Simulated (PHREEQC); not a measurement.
3.9 g of hydrous ferric oxide (600 m²/g; 0.2 weak and 0.005 strong sites per Fe, Dzombak-Morel constants, diffuse double layer) in 1 kg of water with 0.3 mol/kgw of an inert sodium salt and 26 mmol/kgw ZnSO4, at 25 °C; the pH is set by adding NaOH or the inert anion's acid. Oxygen alone is held at its pressure in air (log pO2 = -0.68). No CO2 enters from the air. Precipitation was switched off in this run.

Base run: PHREEQC, ion-association model, wateq4f.dat. Each further column changes one thing. The table gives S sorbed (%).

```csv
pH,base,no electrostatic term (-no_edl),background salt from 0.3 to 0.03 mol/kgw,oxide from 3.9 to 20 g/kgw,0.0014 mol/kgw CuCl2 added
3,13.0,0.4,15.2,61.5,13.0
4,13.0,0.4,15.2,61.3,13.0
5,12.4,0.4,14.5,(withheld),12.2
6,9.3,0.1,11.4,46.1,9.1
7,6.9,0.0,9.2,35.0,(withheld)
8,4.9,0.0,7.9,(withheld),4.7
9,2.7,0.0,5.6,5.9,2.7
10,0.3,0.0,0.6,0.5,0.3
11,0.0,0.0,0.0,0.0,0.0
```

Task: What belongs in the gaps?

Result: 
- 5, oxide from 3.9 to 20 g/kgw: 58.1
- 7, 0.0014 mol/kgw CuCl2 added: 6.7
- 8, oxide from 3.9 to 20 g/kgw: 23.2

In at least one series the solution becomes supersaturated in solids that the run did not let form, among them Zn(OH)2-e, Zn4(OH)6SO4. The oxide is taken as insoluble; below pH 4 it would dissolve. The database's constant for dissolved Cu(OH)2 is higher than later reviews accept.
